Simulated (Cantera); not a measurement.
What does this Cantera script print?

```python
import numpy as np
import cantera as ct

gas = ct.Solution("SiF4_NH3_mec.yaml", "gas")
gas.TPX = 1675, 100000, {'NH3': 1, 'N2': 1.7}
reactor = ct.IdealGasConstPressureReactor(gas, energy="off", clone=False)
net = ct.ReactorNet([reactor])
net.rtol, net.atol = 1e-08, 1e-18
show = ['NH3', 'H2', 'H', 'N2H4', 'N']
times = np.geomspace(0.0002, 1, 15)

steps = ct.SolutionArray(gas, extra=["t"])
rows = []
print(f"{'t/s':>10s}{'T/K':>9s}{'P/Pa':>11s}" + "".join(f"{s:>11s}" for s in show))
for t in times:
    while net.time < t:
        t_next = net.step()
        steps.append(gas.state, t=t_next)
    rows.append([np.interp(t, steps.t, y) for y in (steps.T, steps.P, *steps(*show).X.T)])
    print(f"{t:10.3e}{rows[-1][0]:9.1f}{rows[-1][1]:11.4g}" + "".join(f"{x:11.3e}" for x in rows[-1][2:]))
rate = np.gradient(steps.T, steps.t)
print("integrator steps:", len(steps.t))
if steps.T.max() > steps.T[0] + 200:
    print(f"time of steepest temperature rise: {steps.t[rate.argmax()]:.4e} s")
gas.TPX = 1675, 100000, {'NH3': 1, 'N2': 1.7}
gas.equilibrate("TP")
print(f"equilibrium (TP): T = {gas.T:.1f} K  " + "  ".join(f"{s} {gas[s].X[0]:.3e}" for s in show))
```

Result:

```
       t/s      T/K       P/Pa        NH3         H2          H       N2H4          N
 2.000e-04   1675.0      1e+05  3.703e-01  1.153e-05  1.490e-08  5.476e-09  9.359e-12
 3.675e-04   1675.0      1e+05  3.703e-01  2.264e-05  1.753e-08  1.795e-08  3.267e-11
 6.752e-04   1675.0      1e+05  3.703e-01  5.001e-05  2.585e-08  5.285e-08  8.025e-11
 1.241e-03   1675.0      1e+05  3.702e-01  1.286e-04  4.608e-08  1.137e-07  1.828e-10
 2.280e-03   1675.0      1e+05  3.700e-01  3.274e-04  7.955e-08  1.514e-07  3.428e-10
 4.189e-03   1675.0      1e+05  3.696e-01  7.249e-04  1.318e-07  1.555e-07  5.781e-10
 7.697e-03   1675.0      1e+05  3.690e-01  1.458e-03  2.248e-07  1.538e-07  9.993e-10
 1.414e-02   1675.0      1e+05  3.677e-01  2.799e-03  3.933e-07  1.509e-07  1.776e-09
 2.599e-02   1675.0      1e+05  3.655e-01  5.245e-03  6.964e-07  1.462e-07  3.177e-09
 4.775e-02   1675.0      1e+05  3.614e-01  9.676e-03  1.236e-06  1.392e-07  5.552e-09
 8.773e-02   1675.0      1e+05  3.542e-01  1.761e-02  2.186e-06  1.299e-07  9.099e-09
 1.612e-01   1675.0      1e+05  3.415e-01  3.151e-02  3.838e-06  1.180e-07  1.344e-08
 2.962e-01   1675.0      1e+05  3.201e-01  5.497e-02  6.651e-06  1.031e-07  1.757e-08
 5.442e-01   1675.0      1e+05  2.862e-01  9.209e-02  1.125e-05  8.445e-08  2.043e-08
 1.000e+00   1675.0      1e+05  2.376e-01  1.452e-01  1.829e-05  6.200e-08  2.143e-08
integrator steps: 873
equilibrium (TP): T = 1675.0 K  NH3 7.604e-06  H2 4.053e-01  H 7.441e-05  N2H4 1.356e-16  N 2.576e-12
```

Model: the gas-phase N/H chemistry of the illustrative SiF4/NH3 mechanism in the Surface Chemkin manual (1991), integrated in Cantera. Walls and surfaces, which speed up NH3 decomposition in real reactors, are not modelled.
